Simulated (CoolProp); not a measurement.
Computed with CoolProp (reference Helmholtz-energy equation of state, Thol 2015).

### Question
Give the vapour pressure (MPa), liquid density (kg/m³), vapour density (kg/m³), enthalpy of vaporisation (kJ/kg) of saturated octamethylcyclotetrasiloxane (D4) at 486.1 K.

### Answer
```csv
T (K),p (MPa),liquid density (kg/m³),vapour density (kg/m³),enthalpy of vaporisation (kJ/kg)
486.1,0.239,710,20.4,115
```
